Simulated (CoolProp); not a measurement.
Vapour-liquid equilibrium of ethanol (1) + n-hexane (2) at 447.8 K; x and y are mole fractions of (1).

Values from CoolProp's multi-fluid Helmholtz-energy mixture model, Schroeder 2014 and Thol 2019; pair parameters Bell 2016.

| x | bubble pressure (MPa) | y at the bubble point | dew pressure at overall composition x (MPa) | liquid density (mol/L) |
|---|---|---|---|---|
| 0.05 | 1.381 | 0.140 | 1.252 | 5.713 |
| 0.125 | 1.597 | 0.271 | 1.358 | 5.887 |
| 0.2 | 1.745 | 0.354 | 1.476 | 6.095 |
| 0.275 | 1.848 | 0.413 | 1.605 | 6.349 |
| 0.35 | 1.919 | 0.462 | 1.739 | 6.661 |
| 0.425 | 1.968 | 0.505 | 1.866 | 7.043 |
| 0.5 | 1.999 | 0.546 | 1.963 | 7.504 |
| 0.575 | 2.014 | 0.589 | 2.011 | 8.052 |
| 0.65 | 2.014 | 0.636 | 2.011 | 8.693 |
| 0.725 | 1.996 | 0.690 | 1.978 | 9.434 |
| 0.8 | 1.960 | 0.755 | 1.927 | 10.28 |
| 0.875 | 1.902 | 0.832 | 1.867 | 11.25 |
| 0.95 | 1.824 | 0.927 | 1.804 | 12.36 |

y crosses x between x = 0.575 and 0.65: the model has an azeotrope there.

Pair parameters are fitted to limited data, so mixtures are less certain than the pure fluids.
